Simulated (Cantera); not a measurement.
A closed system holds: 1 mol Mg(OH)₂, 0.57 mol CO₂, equilibrated at 7.50 Torr.

Cantera equilibrium calculation (NASA polynomials, part measured and part estimated; ideal gas, pure solids and liquids). Candidate condensed phases: C, C₆H₆, C₇H₈, C₈H₁₈, H₂O, Mg, MgCO₃, MgO, Mg(OH)₂; 116 gas species. Rates play no part. All values below are at 1000 K.

Base state: H₂O 0.637, CO₂ 0.363 (mole fractions); condensed: MgO(s).

Task: What changes in the equilibrium state with this change: Mg(OH)₂ replaced by Ca(OH)₂?

Result: 
```tsv
species	before	after
H₂O	0.637	0.637
CO₂	0.363	0.363
MgO(s), mol	1.00	0
CaO(s), mol	0	1.00
```
Further candidate phases: Ca, CaCO₃, CaO, Ca(OH)₂.
